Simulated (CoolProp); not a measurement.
A Linde-Hampson liquefier for CF4 (R14): isothermal reversible compression at 320 K from 1 atm to 20 MPa, throttling to 1 atm, return gas leaving the recuperator 5 K below the feed. Each further row changes one setting.

The numbers come from the reference Helmholtz-energy equation of state, Platzer 1990 in CoolProp. This equation is an older, rougher fit; its heat capacities, sound speeds and derivatives of the liquid may be far off and weren't checked against measurements.

| case | liquid yield per pass | compression work (kJ/kg of gas) |
|---|---|---|
| as stated | ___ | 148 |
| high pressure 40 MPa | ___ | ___ |
| warm-end temperature 350 K | 0.160 | ___ |
| warm-end gap 10 K | ___ | 148 |

Problem. Complete the blanks.

Solution. 
- as stated, liquid yield per pass: 0.214
- high pressure 40 MPa, liquid yield per pass: 0.242
- high pressure 40 MPa, compression work (kJ/kg of gas): 169
- warm-end temperature 350 K, compression work (kJ/kg of gas): 166
- warm-end gap 10 K, liquid yield per pass: 0.202
